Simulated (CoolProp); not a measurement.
Saturation properties of hexamethyldisiloxane (MM) (Tc = 245.6 °C, pc = 1931 kPa, ω = 0.418).

Computed with CoolProp (reference Helmholtz-energy equation of state, Thol 2016).

```
T (°C)  p (kPa)  liquid density (kg/m³)  liquid cp (kJ/(kg K))  vapour Z
------  -------  ----------------------  ---------------------  --------
108.15    125.8                   665.5                  2.140    0.9261
111.45    137.7                   661.4                  2.150    0.9213
114.75    150.4                   657.2                  2.161    0.9162
118.05    164.1                   653.0                  2.172    0.9109
121.35    178.6                   648.8                  2.183    0.9054
124.75    194.6                   644.4                  2.194    0.8995
128.05    211.2                   640.0                  2.205    0.8935
131.35    228.8                   635.6                  2.217    0.8873
134.65    247.6                   631.1                  2.228    0.8809
137.95    267.4                   626.6                  2.240    0.8742
141.35    289.2                   621.9                  2.253    0.8670
144.65    311.5                   617.2                  2.265    0.8598
147.95    335.1                   612.5                  2.278    0.8523
151.25    360.1                   607.7                  2.291    0.8445
154.55    386.5                   602.8                  2.304    0.8364
```

It boils at 100.5 °C under 1 atm.
